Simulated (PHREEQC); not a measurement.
Synthetic water in mg/L, 54 °C, pH 2.01, pe 12: Na 137; K 127; Ca 313; Mg 142; Cl 298; S(6) as SO4 2280; Al 9.73; Sr 0.458; Zn 16.4.

Valence states are taken as typed.

The numbers come from PHREEQC with the ion-association model, wateq4f.dat.

```yaml
ionic_strength: 0.0550 mol/kgw
total_alkalinity: -20.9 meq/kg
charge_balance_error: 4.2 %
```

```json
[
 {"species": "H+", "molality": "0.0116", "activity": "0.00977", "log γ": "-0.074"},
 {"species": "HSO4-", "molality": "0.00909", "activity": "0.00733", "log γ": "-0.094"},
 {"species": "SO4-2", "molality": "0.00891", "activity": "0.00384", "log γ": "-0.366"},
 {"species": "Cl-", "molality": "0.00843", "activity": "0.00672", "log γ": "-0.098"},
 {"species": "Na+", "molality": "0.00585", "activity": "0.00473", "log γ": "-0.092"},
 {"species": "Ca+2", "molality": "0.00531", "activity": "0.00235", "log γ": "-0.354"},
 {"species": "Mg+2", "molality": "0.00326", "activity": "0.00148", "log γ": "-0.343"}
]
```

No solid was allowed to form. Away from 25 °C the constants follow the database's enthalpies or fits; those with neither stay at their 25 °C values.
